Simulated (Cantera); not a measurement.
Mixture: 10.1 % CH4, 2.83 % C2H6, 16.8 % O2, 70.3 % N2, equivalence ratio 1.8, at 2.17 atm, adiabatic and at constant pressure. Ignition delay is the time to a rise of 400 K.

Detailed kinetics in Cantera: GRI-Mech 3.0 (53 species, 325 reactions).

Question: Predict: delay at 1200 K; delay at 1275 K; delay at 1350 K; delay at 1425 K; delay at 1500 K; apparent activation energy between 1350 and 1500 K.

Answer: 
```json
{
 "delay at 1200 K": "1.79 ms",
 "delay at 1275 K": "0.683 ms",
 "delay at 1350 K": "0.321 ms",
 "delay at 1425 K": "0.171 ms",
 "delay at 1500 K": "97.2 µs",
 "apparent activation energy between 1350 and 1500 K": "130 kJ/mol"
}
```
